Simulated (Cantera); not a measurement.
A freely propagating, adiabatic, planar premixed flame of H2 : O2 : N2 = 1 : 0.5 : 2.1 (molar parts), unburnt at 525 K and 3750 Torr; multicomponent+Soret transport, grid criteria slope 0.08 and curve 0.16, no radiation.

Computed with Cantera and the H2/O2 subset of GRI-Mech 3.0, which has no nitrogen chemistry. The hydrogen kinetics of GRI-Mech 3.0 are dated; newer H2 mechanisms differ, most at raised pressure. Burning velocities carry a grid error of a few per cent, more on coarse grids.

x: mole fraction of selected species; z is measured from the peak of heat release.

```csv
z (mm),T (K),u (m/s),x H2,x O2,x H2O,x O,x H,x H2O2
-0.172,525,4.15,0.278,0.139,<1e-8,<1e-8,<1e-8,<1e-8
-0.115,525,4.15,0.277,0.139,2.41e-7,<1e-8,<1e-8,<1e-8
-0.0861,525,4.14,0.276,0.139,3.66e-6,<1e-8,<1e-8,1.72e-8
-0.0574,527,4.13,0.271,0.140,5.17e-5,…,<1e-8,3.16e-7
-0.0287,576,4.32,0.234,0.146,0.00339,…,1.58e-5,2.82e-5
-0.0144,874,6.33,0.187,0.137,0.0352,…,0.00176,9.84e-5
0,1338,9.52,0.122,0.0994,0.114,…,0.0119,2.86e-5
0.0144,1663,11.8,0.0674,0.0560,0.190,…,0.0217,5.24e-6
0.0287,1841,13.0,0.0436,0.0340,0.227,…,0.0227,3.11e-6
0.0574,2020,14.1,0.0323,0.0221,0.250,…,0.0170,1.83e-6
0.115,2175,15.1,0.0265,0.0171,0.265,…,0.0100,1.16e-6
0.230,2295,15.8,0.0202,0.0133,0.279,…,0.00524,8.11e-7
0.459,2374,16.3,0.0145,0.0105,0.289,…,0.00265,5.93e-7
```

Task: What belongs in the gaps?

Result: 
- -0.0574, x O: 7.62e-8
- -0.0287, x O: 6.78e-6
- -0.0144, x O: 0.000272
- 0, x O: 0.00262
- 0.0144, x O: 0.00570
- 0.0287, x O: 0.00665
- 0.0574, x O: 0.00576
- 0.115, x O: 0.00373
- 0.230, x O: 0.00211
- 0.459, x O: 0.00117
